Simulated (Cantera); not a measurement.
Cantera run, input and output.

```python
import numpy as np
import cantera as ct

gas = ct.Solution("h2o2.yaml")


def delay(T, t_max=10):
    gas.TPX = T, 2700000, {'H2': 1, 'O2': 0.455, 'N2': 1.71}
    reactor = ct.IdealGasConstPressureReactor(gas, clone=False)
    net = ct.ReactorNet([reactor])
    net.rtol, net.atol = 1e-8, 1e-16
    while net.time < t_max:
        t_old, T_old = net.time, reactor.T
        net.step()
        if reactor.T > T + 400:  # ignition: a rise of 400 K
            return t_old + (T + 400 - T_old) / (reactor.T - T_old) * (net.time - t_old)
    return np.nan


taus = []
for T in [850, 900, 950, 1000, 1050, 1100, 1150, 1200, 1250, 1300]:
    taus.append(delay(T))
    print(f"T0 = {T:6g} K   tau = {taus[-1]:.4e} s")
```

It prints:

```
T0 =    850 K   tau = 2.4742e-01 s
T0 =    900 K   tau = 5.7688e-02 s
T0 =    950 K   tau = 1.5906e-02 s
T0 =   1000 K   tau = 5.0116e-03 s
T0 =   1050 K   tau = 1.7536e-03 s
T0 =   1100 K   tau = 6.6437e-04 s
T0 =   1150 K   tau = 2.6638e-04 s
T0 =   1200 K   tau = 1.1046e-04 s
T0 =   1250 K   tau = 4.6090e-05 s
T0 =   1300 K   tau = 1.8623e-05 s
```

Model: the H2/O2 subset of GRI-Mech 3.0, which has no nitrogen chemistry, integrated in Cantera. The hydrogen kinetics of GRI-Mech 3.0 are dated; newer H2 mechanisms differ, most at raised pressure. The pressure lies above the range GRI-Mech 3.0 was tuned for (to about 10 atm). Below about 950 K walls govern HO2 and H2O2 in real vessels.
